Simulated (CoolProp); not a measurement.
Vapour-liquid equilibrium of carbon dioxide (1) + n-butane (2) at 265.9 K; x and y are mole fractions of (1).

Values from CoolProp's multi-fluid Helmholtz-energy mixture model, Span 1996 and Bücker 2006; pair parameters Kunz 2012.

| x | bubble pressure, mixture model (kPa) | bubble pressure, Raoult's law (kPa) | y, mixture model | y, Raoult's law |
|---|---|---|---|---|
| 0.05 | 318.7 | 217.0 | 0.751 | 0.659 |
| 0.125 | 675.2 | 425.8 | 0.880 | 0.840 |
| 0.2 | 998.0 | 634.7 | 0.918 | 0.902 |
| 0.275 | 1271 | 843.5 | 0.935 | 0.933 |
| 0.35 | 1493 | 1052 | 0.945 | 0.952 |
| 0.425 | 1672 | 1261 | 0.951 | 0.965 |
| 0.5 | 1820 | 1470 | 0.956 | 0.974 |
| 0.575 | 1950 | 1679 | 0.960 | 0.980 |
| 0.65 | 2074 | 1888 | 0.964 | 0.986 |
| 0.725 | 2203 | 2096 | 0.969 | 0.990 |
| 0.8 | 2346 | 2305 | 0.974 | 0.993 |
| 0.875 | 2511 | 2514 | 0.981 | 0.996 |
| 0.95 | 2707 | 2723 | 0.991 | 0.999 |

The largest gap from Raoult's law is +58.6 % in bubble pressure, at x = 0.125. No azeotrope shows between x = 0.05 and 0.95.

Pair parameters are fitted to limited data, so mixtures are less certain than the pure fluids. The gap from Raoult's law changes sign with composition, which may be real or a fault of the pair parameters; it wasn't checked against measurements. With so large a gap from Raoult's law the liquid may split in two, which this calculation doesn't test in full.
